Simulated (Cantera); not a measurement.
**Ammonia decomposition in nitride growth gas**

An isothermal, constant-pressure homogeneous reactor starts with 6.25 % NH3, 93.8 % H2, at 2300 K and 28.5 Torr.

Computed with Cantera and the gas-phase N/H chemistry of the illustrative SiF4/NH3 mechanism in the Surface Chemkin manual (1991). Walls and surfaces, which speed up NH3 decomposition in real reactors, are not modelled.

```
t (s)       x NH3   x H2       x H    x N2H4    x N2H2      x N2     x NH2
--------  -------  -----  --------  --------  --------  --------  --------
1.00e-6    0.0625  0.937   6.43e-7    <1e-12    <1e-12    <1e-12   3.72e-7
5.24e-6    0.0625  0.937   3.95e-6    <1e-12    <1e-12    <1e-12   1.37e-6
2.75e-5    0.0625  0.937   2.26e-5    <1e-12  7.46e-12  1.56e-12   5.34e-6
0.000144   0.0625  0.937  0.000120  1.44e-12  2.49e-10   1.22e-9   2.60e-5
0.000756   0.0623  0.937  0.000628  3.80e-11   1.26e-8   8.02e-7  0.000133
0.00397    0.0611  0.935   0.00273  6.82e-10   6.20e-7  0.000341  0.000564
0.0208     0.0460  0.942   0.00373  7.09e-10   8.14e-7   0.00742  0.000575
0.109     0.00787  0.959   0.00726  7.60e-11   1.45e-7    0.0255  0.000188
0.572     2.84e-6  0.927    0.0441    <1e-12  2.41e-12    0.0288   4.27e-7
3.00      1.84e-7  0.923    0.0480    <1e-12    <1e-12    0.0287   3.03e-8
```
x: mole fraction; the columns are a selection and need not sum to one.

Equilibrium at this temperature and pressure: NH3 7.47e-8, H2 0.923, H 0.0480, N2H4 <1e-12, N2H2 <1e-12, N2 0.0287, NH2 1.23e-8 (gas phase only).
